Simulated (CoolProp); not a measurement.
Model: reference Helmholtz-energy equation of state, Thol 2016, in CoolProp.

### Question
Give the vapour pressure (kPa), liquid density (kg/m³), vapour density (kg/m³), surface tension (mN/m) of saturated R1234ze(E) at 271.1, 284.1, 297.2 K.

### Answer
| T (K) | p (kPa) | liquid density (kg/m³) | vapour density (kg/m³) | surface tension (mN/m) |
|---|---|---|---|---|
| 271.1 | 201 | 1250 | 10.9 | 13.0 |
| 284.1 | 318 | 1210 | 17.0 | 10.9 |
| 297.2 | 484 | 1170 | 25.6 | 9.06 |

Surface tension comes from a separate correlation (Mulero 2014).
